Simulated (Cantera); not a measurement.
Input: 1 mol SiC, a varied amount of N2O, 320 mol H2, held at 1873.15 K and 210000 Pa.

Method: chemical equilibrium by Gibbs-energy minimisation in Cantera with the NASA 1993 tables (ideal gas, pure condensed phases). Candidate condensed phases: C, C6H6, C7H8, C8H18, H2O, Si, SiC, SiO2, Si2N2O, Si3N4; 151 gas species. Mutual solubility and eutectic melting of coexisting phases are not modelled. The tables hold silica as quartz up to 1696 K and as liquid above; real silica turns to tridymite and cristobalite and melts near 1996 K. Gases not in the tables: Si2H6 and higher silanes. Kinetics and transport are ignored.

### Question
Which condensed phases are stable at each of these points (n(N2O) (mol)): 0.39, 0.48, 0.6, 0.75, 0.94, 1.2, 1.5, 1.8, 2.3, 2.8?

### Answer
```csv
n(N2O) (mol),condensed phases,Si condensed (%)
0.39,SiC(s),78.1
0.48,SiC(s),73.6
0.6,SiC(s),67.5
0.75,SiC(s),60.0
0.94,SiC(s),50.4
1.2,SiC(s),37.3
1.5,SiC(s),22.3
1.8,SiC(s) + Si2N2O(s),9.1
2.3,gas only,0.0
2.8,SiO2(condensed),24.0
```

From 0.39 mol N2O to 1.5 mol N2O the condensed part is SiC(s). At 1.8 mol N2O the condensed part is SiC(s) + Si2N2O(s). At 2.3 mol N2O nothing is condensed. At 2.8 mol N2O the condensed part is SiO2(condensed).
